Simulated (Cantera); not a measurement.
Input: 1 mol FeS2, 0.76 mol H2S, 1.5 mol CO2, held at 1025 K and 2000 Pa.

Method: chemical equilibrium by Gibbs-energy minimisation in Cantera with the NASA 1993 tables (ideal gas, pure condensed phases). Candidate condensed phases: C, C6H6, C7H8, C8H18, Fe, Fe(CO)5, FeO, Fe(OH)2, Fe(OH)3, FeS, FeSO4, FeS2, Fe2O3, Fe2(SO4)3, Fe3O4, H2O, H2SO4, S; 127 gas species. FeS: taken at fixed stoichiometry. Gases not in the tables: S3 to S7. Rates play no part.

Base state: CO2 0.424, S2 0.220, H2S 0.149, H2O 0.0918, CO 0.0765, H2 0.0215, COS 0.0167, SO2 0.000808 (mole fractions); condensed: FeS(s).

Question: What changes in the equilibrium state with this change: H2S from 0.76 to 4.2 mol?

Answer: 
```json
[
 {"species": "H2S", "before": "0.149", "after": "0.450"},
 {"species": "S2", "before": "0.220", "after": "0.153"},
 {"species": "CO2", "before": "0.424", "after": "0.128"},
 {"species": "H2", "before": "0.0215", "after": "0.0780"},
 {"species": "COS", "before": "0.0167", "after": "0.0146"},
 {"species": "CO", "before": "0.0765", "after": "0.0803"},
 {"species": "H2O", "before": "0.0918", "after": "0.0955"},
 {"species": "SO2", "before": "0.000808", "after": "5.56e-5"},
 {"species": "S2O", "before": "0.000198", "after": "3.96e-5"},
 {"species": "CS2", "before": "0.000157", "after": "0.000401"},
 {"species": "SH", "before": "7.01e-5", "after": "0.000111"},
 {"species": "FeS(s), mol", "before": "1.00", "after": "1.00"}
]
```
